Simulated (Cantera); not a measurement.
An isothermal, constant-pressure homogeneous reactor starts with NO : N2 = 1 : 2.3 (molar parts), at 2125 K and 0.0132 atm.

Cantera simulation using GRI-Mech 3.0 (53 species, 325 reactions); the numbers are that mechanism's predictions, not measurements. Radical loss at walls, strong at low pressure, is not modelled.

x: mole fraction; the columns are a selection and need not sum to one.

| t (s) | x NO | x NO2 | x O | x N2 | x O2 | x N2O |
|---|---|---|---|---|---|---|
| 0.000800 | 0.303 | 3.57e-9 | 2.74e-6 | 0.697 | 1.18e-8 | 2.60e-6 |
| 0.00207 | 0.303 | 2.03e-8 | 7.37e-6 | 0.697 | 8.07e-8 | 6.41e-6 |
| 0.00533 | 0.303 | 9.77e-8 | 2.07e-5 | 0.697 | 5.74e-7 | 1.48e-5 |
| 0.0138 | 0.303 | 3.81e-7 | 6.21e-5 | 0.697 | 4.36e-6 | 2.91e-5 |
| 0.0355 | 0.303 | … | … | 0.697 | … | 4.17e-5 |
| 0.0917 | 0.302 | 3.04e-6 | 0.000510 | 0.697 | 0.000266 | 4.18e-5 |
| 0.237 | 0.298 | 5.71e-6 | 0.00108 | 0.699 | 0.00169 | 3.61e-5 |
| 0.611 | 0.285 | 9.38e-6 | 0.00175 | 0.705 | 0.00802 | 2.91e-5 |
| 1.58 | … | … | … | 0.727 | … | … |
| 4.07 | 0.129 | 1.33e-5 | 0.00422 | 0.782 | 0.0845 | 4.25e-6 |
| 10.5 | 0.0264 | 3.47e-6 | 0.00526 | 0.833 | 0.135 | 1.97e-7 |
| 27.1 | 0.00943 | 1.27e-6 | 0.00545 | 0.841 | 0.144 | 6.19e-8 |
| 70.0 | 0.00909 | 1.23e-6 | 0.00546 | 0.842 | 0.144 | 6.05e-8 |

Q: Some entries are withheld; supply them.

A: 
- 0.0355, x NO2: 1.23e-6
- 0.0355, x O: 0.000189
- 0.0355, x O2: 3.49e-5
- 1.58, x NO: 0.241
- 1.58, x NO2: 1.45e-5
- 1.58, x O: 0.00271
- 1.58, x O2: 0.0296
- 1.58, x N2O: 1.79e-5
